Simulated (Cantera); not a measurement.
## TiO2 + C + CO (carbothermic reduction)

Feed: 1 mol TiO2, 5.8 mol C, 0.57 mol CO, at 4.00 bar.

Method: chemical equilibrium by Gibbs-energy minimisation in Cantera with the NASA 1993 tables (ideal gas, pure condensed phases). Candidate condensed phases: C, Ti, TiC, TiO, TiO2, Ti2O3, Ti3O5, Ti4O7; 15 gas species. TiC: taken at fixed stoichiometry. Condensed phases not in the tables: Magnéli phases beyond Ti4O7. Rates play no part.

| T (K) | x CO | x CO2 | x Ti | x C3 | x C2O | x TiO | x C | x C2 | n C(graphite) | n TiO2(rutile) | n Ti3O5(s) | n TiC(s) |
|---|---|---|---|---|---|---|---|---|---|---|---|---|
| 800 | 0.0491 | 0.951 | <1e-12 | <1e-12 | <1e-12 | <1e-12 | <1e-12 | <1e-12 | 6.08 | 1.00 | 0 | 0 |
| 950 | 0.319 | 0.681 | <1e-12 | <1e-12 | <1e-12 | <1e-12 | <1e-12 | <1e-12 | 6.03 | 1.00 | 0 | 0 |
| 1100 | 0.783 | 0.217 | <1e-12 | <1e-12 | <1e-12 | <1e-12 | <1e-12 | <1e-12 | 5.90 | 1.00 | 0 | 0 |
| 1250 | 0.964 | 0.0358 | <1e-12 | <1e-12 | <1e-12 | <1e-12 | <1e-12 | <1e-12 | 5.82 | 1.00 | 0 | 0 |
| 1400 | 0.993 | 0.00677 | <1e-12 | <1e-12 | <1e-12 | <1e-12 | <1e-12 | <1e-12 | 5.80 | 1.00 | 0 | 0 |
| 1550 | 0.998 | 0.00173 | <1e-12 | <1e-12 | 1.68e-12 | <1e-12 | <1e-12 | <1e-12 | 5.47 | 0 | 0.333 | 0 |
| 1700 | 0.999 | 0.000564 | <1e-12 | <1e-12 | 2.69e-11 | 6.42e-11 | <1e-12 | <1e-12 | 5.47 | 0 | 0.333 | 0 |
| 1850 | 1.000 | 0.000223 | 8.23e-12 | <1e-12 | 2.74e-10 | 8.11e-10 | <1e-12 | <1e-12 | 2.80 | 0 | 0 | 1.00 |
| 2000 | 1.000 | 0.000102 | 1.91e-10 | 6.93e-12 | 1.97e-9 | 4.25e-9 | 7.61e-12 | <1e-12 | 2.80 | 0 | 0 | 1.00 |
| 2150 | 1.000 | 5.27e-5 | 2.83e-9 | 2.14e-10 | 1.07e-8 | 1.76e-8 | 1.54e-10 | 1.85e-11 | 2.80 | 0 | 0 | 1.00 |
| 2300 | 1.000 | 2.98e-5 | 2.94e-8 | 4.18e-9 | 4.70e-8 | 6.04e-8 | 2.09e-9 | 3.71e-10 | 2.80 | 0 | 0 | 1.00 |
| 2450 | 1.000 | 1.82e-5 | 2.28e-7 | 5.62e-8 | 1.71e-7 | 1.77e-7 | 2.06e-8 | 5.13e-9 | 2.80 | 0 | 0 | 1.000 |
| 2600 | 1.000 | 1.18e-5 | 1.39e-6 | 5.54e-7 | 5.38e-7 | 4.58e-7 | 1.56e-7 | 5.20e-8 | 2.80 | 0 | 0 | 1.000 |
x: gas mole fraction; n: condensed amount in mol.

From 800 K to 1400 K the condensed part is C(graphite) + TiO2(rutile). From 1550 K to 1700 K the condensed part is C(graphite) + Ti3O5(s). From 1850 K to 2600 K the condensed part is C(graphite) + TiC(s).
